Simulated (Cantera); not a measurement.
An isothermal, constant-pressure homogeneous reactor starts with 7.69 % NH3, 92.3 % H2, at 1600 K and 0.0267 bar.

Computed with Cantera and the gas-phase N/H chemistry of the illustrative SiF4/NH3 mechanism in the Surface Chemkin manual (1991). Walls and surfaces, which speed up NH3 decomposition in real reactors, are not modelled.

Question: Predict: x(NH3) at 60.0 s; x(H2) at 60.0 s; x(NH2) at 60.0 s; x(H) at 60.0 s; x(NH) at 60.0 s; x(N) at 60.0 s.

Answer: 
| Property | Value |
|---|---|
| x(NH3) at 60.0 s | 0.0598 (gas-phase equilibrium 2.20e-7) |
| x(H2) at 60.0 s | 0.932 (gas-phase equilibrium 0.964) |
| x(NH2) at 60.0 s | 2.22e-5 (gas-phase equilibrium 1.79e-10) |
| x(H) at 60.0 s | 0.000146 (gas-phase equilibrium 0.000329) |
| x(NH) at 60.0 s | 2.57e-7 (gas-phase equilibrium 4.53e-12) |
| x(N) at 60.0 s | 1.99e-8 (gas-phase equilibrium <1e-12) |
